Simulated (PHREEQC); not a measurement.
Solution (35 °C): 0.0078 mol/kgw KOH, 0.0065 mol/kgw KNO3 and 0.0004 mol/kgw CO2. Closed to the air; pH follows from the charge balance.

Model: ion-association model, phreeqc.dat, run in PHREEQC.

```csv
quantity,before,after
pH,11.47,11.44
ionic strength (mol/kgw),0.0147,0.0407
CO3-2 (mol/kgw),0.000384,0.000385
HCO3- (mol/kgw),1.62e-5,1.47e-5
CO2 (mol/kgw),9.93e-11,9.00e-11
```

Q: Name the change that produced these shifts.
A. KOH left out
B. KNO3 from 0.0065 to 0.0325 mol/kgw
C. 0.00075 mol/kgw HNO3 added
D. CO2 from 0.0004 to 0.004 mol/kgw
E. CO2 from 0.0004 to 0.00036 mol/kgw

A: B, KNO3 from 0.0065 to 0.0325 mol/kgw

Precipitation was switched off in this run.
